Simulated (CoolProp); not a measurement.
CH2F2 (R32) at 298.15 K and 18.7 MPa is throttled through a valve to 6.59 MPa with no heat exchange. Each further row changes one setting.

The numbers come from the reference Helmholtz-energy equation of state, Tillner-Roth 1997 in CoolProp.

```
case                      temperature change (K)  final density (kg/m³)
------------------------  ----------------------  ---------------------
as stated                                   +0.2                    988
outlet pressure 1.98 MPa                    -0.4                    965
outlet pressure 8.57 MPa                    +0.3                    998
```
